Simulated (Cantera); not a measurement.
A Cantera script and what it prints.

```python
import numpy as np
import cantera as ct

gas_names = """
    Br Br2 N N2 Si SiBr SiBr2 SiBr3 SiBr4 SiN Si2 Si2N Si3
""".split()
cond_names = """
    Br2(cr) Br2(L) Si(cr) Si(L) Si3N4(a)
""".split()


# ... load() reads the species with a 1 bar reference pressure and builds the phases ...
atoms = {
    'Si': {'Si': 1},
    'Br2': {'Br': 2},
    'N2': {'N': 2},
}
top_T = {'Si3N4(a)': 2400}  # K; cautious upper limits of use, not melting points


# ... equilibrate(T, P, feed) seeds the gas with the atoms and calls Mixture.equilibrate('TP', solver="vcs", rtol=1e-11, max_steps=5000) ...
results = []
T = 1623  # K
P = 1333.22  # Pa
for m in [0.45, 0.81, 1.5, 2.6, 4.7, 8.5, 15]:
    feed = {'Si': 1, 'Br2': 6.2, 'N2': m}  # mol
    mix = equilibrate(T, P, feed)
    results.append((T, P, feed, dict(zip(mix.species_names, mix.species_moles))))

top = {s: max(r[3][s] / sum(r[3][g] for g in gas_names) for r in results) for s in gas_names}
cols = sorted((s for s in top if top[s] > 1e-06), key=lambda s: -top[s])[:9]
seen = [c for c in cond_names if any(r[3].get(c, 0) > 1e-12 for r in results)]
print("log10 of partial pressures in bar; condensed amounts in mol")
print(f"{'n(N2)':>10s}" + "".join(f"{s[:9]:>10s}" for s in cols + seen))
for T, P, feed, n in results:
    ng = sum(n[g] for g in gas_names)
    print(f"{feed['N2']:10.4g}" + "".join(f"{np.log10(max(n[s] / ng * P / 1e5, 1e-99)):10.3f}" for s in cols)
          + "".join(f"{n.get(c, 0):10.4g}" for c in seen))
```

It prints:

```
log10 of partial pressures in bar; condensed amounts in mol
     n(N2)        Br        N2     SiBr4       Br2     SiBr2     SiBr3
      0.45    -1.960    -3.217    -2.975    -3.397    -3.771    -3.927
      0.81    -1.974    -2.978    -2.996    -3.426    -3.763    -3.934
       1.5    -2.001    -2.741    -3.037    -3.480    -3.749    -3.947
       2.6    -2.040    -2.546    -3.097    -3.558    -3.731    -3.968
       4.7    -2.105    -2.362    -3.201    -3.687    -3.706    -4.007
       8.5    -2.199    -2.211    -3.365    -3.876    -3.681    -4.077
        15    -2.320    -2.100    -3.598    -4.118    -3.673    -4.189
```

These are equilibrium values from Cantera (NASA tables, ideal gas, pure condensed phases), not measurements of a reactor. The tables' values for SiBr3 are old estimates; treat these amounts as uncertain.
